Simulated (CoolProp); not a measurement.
Properties of nitrogen at several states (Tc = 126.2 K, pc = 3.396 MPa, ω = 0.037).

The numbers come from the reference Helmholtz-energy equation of state, Span 2000 in CoolProp.

| T (K) | p (MPa) | phase | viscosity (µPa s) | conductivity (mW/(m K)) |
|---|---|---|---|---|
| 128.8 | 0.0198 | gas | 8.76 | 12.0 |
| 261 | 0.555 | gas | 16.1 | 23.3 |
| 407.6 | 0.0154 | gas | 22.5 | ? |
| 951.6 | 2.31 | gas | 40.3 | ? |
| 282.5 | 0.206 | gas | ? | 24.7 |

What belongs in the gaps?


- 407.6, conductivity (mW/(m K)): 33.3
- 951.6, conductivity (mW/(m K)): 63.3
- 282.5, viscosity (µPa s): 17.1

Viscosity comes from a separate model (Lemmon 2004). Thermal conductivity comes from a separate model (Lemmon 2004).
